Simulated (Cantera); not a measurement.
What does this Cantera script print?

```python
import numpy as np
import cantera as ct

gas_names = """
    H HO2 H2 H2O H2O2 H2S H2SO4 O OH O2 O3 S SH SO SO2 SO3 S2 S2O S8
""".split()
cond_names = """
    H2O(s) H2O(L) H2SO4(L) S(cr1) S(cr2) S(L)
""".split()


# ... load() reads the species with a 1 bar reference pressure and builds the phases ...
atoms = {
    'SO2': {'S': 1, 'O': 2},
    'O2': {'O': 2},
    'H2': {'H': 2},
}
top_T = {}  # K; cautious upper limits of use, not melting points


# ... equilibrate(T, P, feed) seeds the gas with the atoms and calls Mixture.equilibrate('TP', solver="vcs", rtol=1e-11, max_steps=5000) ...
results = []
feed = {'SO2': 1, 'O2': 0.058, 'H2': 1.2}  # mol
T = 3050  # K
P = 4300000  # Pa
mix = equilibrate(T, P, feed)
results.append((T, P, feed, dict(zip(mix.species_names, mix.species_moles))))
x = sorted(zip(gas.X, gas.species_names), reverse=True)
print(f"T = {T:g} K  P = {P:g} Pa  gas = {mix.phase_moles(0):.4g} mol")
print("   x: " + "  ".join(f"{s} {v:.3e}" for v, s in x if v > 1e-06))
print("   condensed (mol): " + ("  ".join(f"{mix.phase(i).name} {mix.phase_moles(i):.4g}"
      for i in range(1, mix.n_phases) if mix.phase_moles(i) > 1e-12) or "none"))
```

Result:

```
T = 3050 K  P = 4.3e+06 Pa  gas = 2.075 mol
   x: H2O 4.174e-01  SO2 2.407e-01  H2 1.237e-01  SO 1.027e-01  S2 4.099e-02  SH 2.322e-02  H2S 1.493e-02  OH 1.147e-02  H 9.850e-03  S 9.019e-03  S2O 4.700e-03  O2 7.409e-04  O 5.563e-04  SO3 3.612e-05  HO2 3.519e-06  H2O2 1.420e-06
   condensed (mol): none
```

Equilibrium computed with Cantera from the NASA thermochemical tables; the gas is ideal and each condensed phase is pure. The ideal-gas law is rough above about 30 bar.
